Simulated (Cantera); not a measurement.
Input: 1 mol Pb, 10 mol H2O, 0.52 mol CO, held at 18.0 bar.

Cantera equilibrium calculation (NASA polynomials, part measured and part estimated; ideal gas, pure solids and liquids). Candidate condensed phases: C, C6H6, C7H8, C8H18, H2O, Pb, PbO, PbO2, Pb3O4; 113 gas species. Gases not in the tables: (PbO)n polymers. Equilibrium is a limit: real reactors are often held back by kinetics, nucleation or transport.

x: gas mole fraction; n: condensed amount in mol.

```tsv
T (°C)	x H2O	x CO2	x H2	x Pb	x CO	n Pb(l)
577	0.903	0.0485	0.0480	1.77e-8	0.000844	1.00
677	0.903	0.0480	0.0480	2.80e-7	0.00142	1.000
777	0.903	0.0473	0.0473	2.58e-6	0.00210	1.000
877	0.904	0.0466	0.0466	___	___	1.000
977	0.905	0.0458	0.0458	___	___	0.999
1077	0.905	0.0450	0.0450	0.000272	0.00440	0.997
1177	0.906	0.0442	0.0442	0.000828	0.00514	0.991
1277	0.905	0.0435	0.0435	0.00218	0.00584	0.977
1377	0.903	0.0427	0.0428	0.00507	0.00650	0.945
1477	0.898	0.0418	0.0421	0.0107	0.00710	0.882
1577	0.888	0.0407	0.0418	0.0208	0.00768	0.764
1677	0.870	0.0391	0.0421	0.0376	0.00832	0.552
```

### Question
Fill in the missing entries.

### Answer

- 977, x Pb: 7.43e-5
- 977, x CO: 0.00363
- 877, x Pb: 1.61e-5
- 877, x CO: 0.00285
